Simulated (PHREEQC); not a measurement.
Dissolve 0.22 mol AgNO3, 4.6e-05 mol KNO3 and 0.086 mol Zn(NO3)2 per kg of water at 25 °C. Closed to the air; pH follows from the charge balance.

Model: ion-association model, wateq4f.dat, run in PHREEQC.

This is a speciation only: nothing precipitates in the calculation.

Problem. What pH, activity of water does the model give?

Solution. pH 5.30; activity of water 0.988.

Problem. In which forms is N present?

Solution. NO3- 96 %, AgNO3 4.1 % of the N.

Species that the database lacks are ignored.
